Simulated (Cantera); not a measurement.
An isothermal, constant-pressure homogeneous reactor starts with NH3 : N2 = 1 : 10 (molar parts), at 1998 K and 0.270 bar.

Cantera simulation using the gas-phase N/H chemistry of the illustrative SiF4/NH3 mechanism in the Surface Chemkin manual (1991); the numbers are that mechanism's predictions, not measurements. Walls and surfaces, which speed up NH3 decomposition in real reactors, are not modelled.

One state of this run: x NH3 = 5.93e-6; x N2 = 0.875; x NH2 = 1.52e-7; x N2H4 = <1e-12; x NH = 4.50e-8; x N = 4.18e-8. x: mole fraction; the columns are a selection and need not sum to one.

Task: Which value of t (s) does it belong to?
A. 0.100
B. 17.8
C. 3.16
D. 0.562

Result: C, 3.16
